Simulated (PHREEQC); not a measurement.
Dissolve 0.037 mol HCl and 0.00017 mol Al2(SO4)3 per kg of water at 75 °C. Closed to the air; pH follows from the charge balance.

All values are PHREEQC results (ion-association model, phreeqc.dat), not measurements.

No solid was allowed to form.

### Question
What pH, specific conductance does the model give?

### Answer
pH 1.51; specific conductance 32200 µS/cm.

### Question
In which forms is S present?

### Answer
HSO4- 83 %, SO4-2 14 %, AlSO4+ 3.2 % of the S.

Species that the database lacks are ignored. Away from 25 °C the constants follow the database's enthalpies or fits; those with neither stay at their 25 °C values.
